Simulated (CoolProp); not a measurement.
Vapour-liquid equilibrium of R1234yf (1) + isobutane (2) at 231 K; x and y are mole fractions of (1).

The numbers come from the multi-fluid Helmholtz-energy mixture model, Lemmon 2022 and Bücker 2006; pair parameters Bell 2016 in CoolProp.

Problem. Give the bubble pressure and the first vapour's composition at x = 0.05, 0.35, 0.65. Is there an azeotrope?

Solution. x = 0.05: 34.38 kPa, y = 0.283; x = 0.35: 53.62 kPa, y = 0.620; x = 0.65: 57.98 kPa, y = 0.721. y crosses x between x = 0.65 and 0.8: the model has an azeotrope there.

Pair parameters are fitted to limited data, so mixtures are less certain than the pure fluids. With so large a gap from Raoult's law the liquid may split in two, which this calculation doesn't test in full.
